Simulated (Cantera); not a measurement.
An isothermal, constant-pressure homogeneous reactor starts with C2H6 : H2 = 1.5 : 24 (molar parts), at 1373 K and 101000 Pa.

Detailed kinetics in Cantera: GRI-Mech 3.0 (53 species, 325 reactions). GRI-Mech 3.0 stops at C3 and has no aromatics, soot or wall deposition, so with more carbon than oxygen in the feed, carbon stays in small species such as C2H2 where larger ones or solid carbon would form.

x: mole fraction; the columns are a selection and need not sum to one.

```json
[
 {"t (s)": "0.000100", "x C2H6": "0.0471", "x H2": "0.939", "x C2H2": "3.21e-5", "x CH4": "0.00460", "x C2H": "1.81e-12", "x CH3": "0.000109"},
 {"t (s)": "0.000256", "x C2H6": "0.0291", "x H2": "0.936", "x C2H2": "0.000281", "x CH4": "0.0132", "x C2H": "1.61e-11", "x CH3": "8.64e-5"},
 {"t (s)": "0.000654", "x C2H6": "0.00981", "x H2": "0.932", "x C2H2": "0.00135", "x CH4": "0.0229", "x C2H": "6.48e-11", "x CH3": "4.67e-5"},
 {"t (s)": "0.00167", "x C2H6": "0.00206", "x H2": "0.930", "x C2H2": "0.00353", "x CH4": "0.0274", "x C2H": "9.69e-11", "x CH3": "2.12e-5"},
 {"t (s)": "0.00428", "x C2H6": "[?]", "x H2": "0.929", "x C2H2": "[?]", "x CH4": "0.0292", "x C2H": "1.10e-10", "x CH3": "[?]"},
 {"t (s)": "0.0109", "x C2H6": "0.000594", "x H2": "0.928", "x C2H2": "0.0106", "x CH4": "0.0315", "x C2H": "1.60e-10", "x CH3": "1.23e-5"},
 {"t (s)": "0.0280", "x C2H6": "0.000450", "x H2": "0.927", "x C2H2": "0.0153", "x CH4": "0.0353", "x C2H": "2.01e-10", "x CH3": "1.19e-5"},
 {"t (s)": "0.0715", "x C2H6": "0.000348", "x H2": "0.923", "x C2H2": "0.0171", "x CH4": "0.0415", "x C2H": "1.90e-10", "x CH3": "1.17e-5"},
 {"t (s)": "0.183", "x C2H6": "0.000287", "x H2": "0.918", "x C2H2": "0.0151", "x CH4": "0.0521", "x C2H": "1.40e-10", "x CH3": "1.21e-5"},
 {"t (s)": "0.468", "x C2H6": "0.000211", "x H2": "0.909", "x C2H2": "0.0114", "x CH4": "0.0683", "x C2H": "8.06e-11", "x CH3": "1.21e-5"},
 {"t (s)": "1.20", "x C2H6": "0.000124", "x H2": "0.898", "x C2H2": "0.00692", "x CH4": "0.0878", "x C2H": "3.45e-11", "x CH3": "1.10e-5"},
 {"t (s)": "3.06", "x C2H6": "[?]", "x H2": "0.890", "x C2H2": "[?]", "x CH4": "0.104", "x C2H": "1.09e-11", "x CH3": "[?]"},
 {"t (s)": "7.82", "x C2H6": "3.05e-5", "x H2": "0.886", "x C2H2": "0.00141", "x CH4": "0.111", "x C2H": "4.06e-12", "x CH3": "8.03e-6"},
 {"t (s)": "20.0", "x C2H6": "2.79e-5", "x H2": "0.885", "x C2H2": "0.00123", "x CH4": "0.112", "x C2H": "3.47e-12", "x CH3": "7.91e-6"}
]
```

Q: What belongs in the gaps?

A: 
- 0.00428, x C2H6: 0.000785
- 0.00428, x C2H2: 0.00640
- 0.00428, x CH3: 1.33e-5
- 3.06, x C2H6: 5.72e-5
- 3.06, x C2H2: 0.00311
- 3.06, x CH3: 9.10e-6
